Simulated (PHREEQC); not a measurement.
Acid rinse or clean: speciation

A solution holds 84 mmol/kgw HNO3, 50 mmol/kgw AlCl3 and 27 mmol/kgw MnSO4, at 25 °C. Closed to the air; pH follows from the charge balance.

Computed with PHREEQC (ion-association model, wateq4f.dat).

This is a speciation only: nothing precipitates in the calculation.

Task: Predict the pH.

Result: pH 1.23.

Task: In which forms is Al present?

Result: Al+3 71 %, AlSO4+ 28 %, Al(SO4)2- 0.8 % of the Al.

Species that the database lacks are ignored.
